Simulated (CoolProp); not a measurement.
Vapour-liquid equilibrium of isohexane (1) + n-hexane (2) at 100.55 °C; x and y are mole fractions of (1).

Computed with CoolProp (multi-fluid Helmholtz-energy mixture model, Lemmon 2006 and Thol 2019; pair parameters Bell 2016).

Question: Give the bubble pressure and the first vapour's composition at x = 0.05, 0.65, 0.8. Is there an azeotrope?

Answer: x = 0.05: 2.532 bar, y = 0.061; x = 0.65: 2.925 bar, y = 0.693; x = 0.8: 3.014 bar, y = 0.828. No azeotrope shows between x = 0.05 and 0.95.

The pair parameters rest on a limited set of measurements; away from them the model extrapolates.
